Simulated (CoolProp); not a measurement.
Vapour-liquid equilibrium of hydrogen chloride (1) + n-butane (2) at -25.85 °C; x and y are mole fractions of (1).

Values from CoolProp's multi-fluid Helmholtz-energy mixture model, Thol 2018 and Bücker 2006; pair parameters Bell 2016.

Q: Give the bubble pressure and the first vapour's composition at x = 0.25, 0.35, 0.65. Is there an azeotrope?

A: x = 0.25: 559.9 kPa, y = 0.942; x = 0.35: 697.5 kPa, y = 0.955; x = 0.65: 926.2 kPa, y = 0.972. No azeotrope shows between x = 0.05 and 0.95.

The pair parameters rest on a limited set of measurements; away from them the model extrapolates. With so large a gap from Raoult's law the liquid may split in two, which this calculation doesn't test in full.
